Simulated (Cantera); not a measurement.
Mixture: CH4 : CO : O2 : N2 = 1 : 0.29 : 1.26 : 4.74 (molar parts), at 0.340 bar, adiabatic and at constant pressure. Ignition delay is the time to a rise of 400 K.

Detailed kinetics in Cantera: GRI-Mech 3.0 (53 species, 325 reactions).

Task: What does this change do: pressure from 0.340 bar to 1.01 bar?

Result: 
| quantity | before | after |
|---|---|---|
| delay at 1150 K | 0.412 s | 0.176 s |
| delay at 1225 K | 0.122 s | 54.9 ms |
| delay at 1300 K | 40.1 ms | 18.7 ms |
| delay at 1375 K | 14.5 ms | 6.87 ms |
| delay at 1450 K | 5.88 ms | 2.74 ms |
| delay at 1525 K | 2.66 ms | 1.19 ms |
| delay at 1600 K | 1.34 ms | 0.571 ms |
| apparent activation energy between 1450 and 1600 K | 190 kJ/mol | 200 kJ/mol |
